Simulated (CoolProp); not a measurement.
Octamethylcyclotetrasiloxane (D4) along the isotherm 620 K: density (kg/m³) from the reference equation and from simpler models built on Tc = 586.5 K, pc = 1347 kPa, ω = 0.598; each cubic takes its own stable root.

The numbers come from the reference Helmholtz-energy equation of state, Thol 2015 in CoolProp.

```csv
p (kPa),phase,reference
337,gas,20.95
674,gas,45.96
1010,gas,77.25
1350,supercritical,120.3
1680,supercritical,185.2
2020,supercritical,294.6
2360,supercritical,385.3
2690,supercritical,432.4
3030,supercritical,462.3
3370,supercritical,483.4
```

Q: How far does each simpler model (ideal gas, van der Waals, Redlich-Kwong, Soave-Redlich-Kwong, Peng-Robinson) lie from the reference over these 10 states: mean and median of the absolute difference, and the worst?

A: 
- ideal gas: mean 44.3 %, median 53.8 %, worst -64.8 % at 620 K and 2360 kPa
- van der Waals: mean 10.8 %, median 8.3 %, worst +24.1 % at 620 K and 1680 kPa
- Redlich-Kwong: mean 5.4 %, median 5.4 %, worst +13.2 % at 620 K and 1680 kPa
- Soave-Redlich-Kwong: mean 8.5 %, median 9.0 %, worst -16.0 % at 620 K and 2360 kPa
- Peng-Robinson: mean 4.0 %, median 3.4 %, worst -9.2 % at 620 K and 2360 kPa
